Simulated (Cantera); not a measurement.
What does this Cantera script print?

```python
import numpy as np
import cantera as ct

gas_names = """
    Fe FeO Fe(OH)2 H HNO HNO2 HNO3 HO2 H2 H2O H2O2 H2S H2SO4 N NH NH2 NH3 NH2OH NO NO2 NO3 N2 N2H2 N2H4
    N2O O OH O2 O3 S SH SN SO SO2 SO3 S2 S2O S8
""".split()
cond_names = """
    Fe(a) Fe(c) Fe(d) Fe(L) FeO(s) FeO(L) Fe(OH)2(s) Fe(OH)3(s) FeS(a) FeS(b) FeS(c) FeS(L) FeSO4(s)
    FeS2(s) Fe2O3(s) Fe2S3O12(s) Fe3O4(s) H2O(s) H2O(L) H2SO4(L) S(cr1) S(cr2) S(L)
""".split()


# ... load() reads the species with a 1 bar reference pressure and builds the phases ...
atoms = {
    'FeS': {'Fe': 1, 'S': 1},
    'H2S': {'H': 2, 'S': 1},
    'N2': {'N': 2},
    'SO3': {'S': 1, 'O': 3},
}
top_T = {'FeSO4(s)': 950, 'FeS2(s)': 1010, 'Fe2O3(s)': 1830, 'Fe2S3O12(s)': 1100, 'Fe3O4(s)': 1870}  # K; cautious upper limits of use, not melting points


# ... equilibrate(T, P, feed) seeds the gas with the atoms and calls Mixture.equilibrate('TP', solver="vcs", rtol=1e-11, max_steps=5000) ...
results = []
feed = {'FeS': 1, 'H2S': 0.34, 'N2': 4.1, 'SO3': 1.9}  # mol
P = 160000  # Pa
for T in [873, 948, 1023, 1098, 1173, 1248, 1323, 1398]:
    mix = equilibrate(T, P, feed)
    results.append((T, P, feed, dict(zip(mix.species_names, mix.species_moles))))

top = {s: max(r[3][s] / sum(r[3][g] for g in gas_names) for r in results) for s in gas_names}
cols = sorted((s for s in top if top[s] > 0.0001), key=lambda s: -top[s])[:7]
seen = [c for c in cond_names if any(r[3].get(c, 0) > 1e-12 for r in results)]
print("log10 of partial pressures in bar; condensed amounts in mol")
print(f"{'T/K':>10s}" + "".join(f"{s[:9]:>10s}" for s in cols + seen))
for T, P, feed, n in results:
    ng = sum(n[g] for g in gas_names)
    print(f"{T:10.4g}" + "".join(f"{np.log10(max(n[s] / ng * P / 1e5, 1e-99)):10.3f}" for s in cols)
          + "".join(f"{n.get(c, 0):10.4g}" for c in seen))
```

Result:

```
log10 of partial pressures in bar; condensed amounts in mol
       T/K        N2       SO2       H2O        S2       S2O       H2S        H2    FeS(c)   FeS2(s)  Fe3O4(s)
       873    -0.014    -0.264    -1.103    -2.245    -3.021    -2.868    -4.560         0    0.4364    0.1879
       948    -0.025    -0.248    -1.117    -1.922    -2.789    -2.758    -4.187    0.6603         0    0.1132
      1023    -0.026    -0.252    -1.118    -1.766    -2.689    -2.732    -3.877    0.6311         0     0.123
      1098    -0.026    -0.257    -1.120    -1.631    -2.604    -2.710    -3.608     0.596         0    0.1347
      1173    -0.026    -0.262    -1.122    -1.514    -2.531    -2.690    -3.371    0.5557         0    0.1481
      1248    -0.027    -0.268    -1.124    -1.413    -2.468    -2.672    -3.163    0.5106         0    0.1631
      1323    -0.027    -0.275    -1.127    -1.325    -2.414    -2.658    -2.978    0.4617         0    0.1794
      1398    -0.028    -0.282    -1.131    -1.249    -2.369    -2.647    -2.813      0.41         0    0.1967
```

Cantera equilibrium calculation (NASA polynomials, part measured and part estimated; ideal gas, pure solids and liquids). Mutual solubility and eutectic melting of coexisting phases are not modelled. FeS: taken at fixed stoichiometry. Gases not in the tables: S3 to S7.
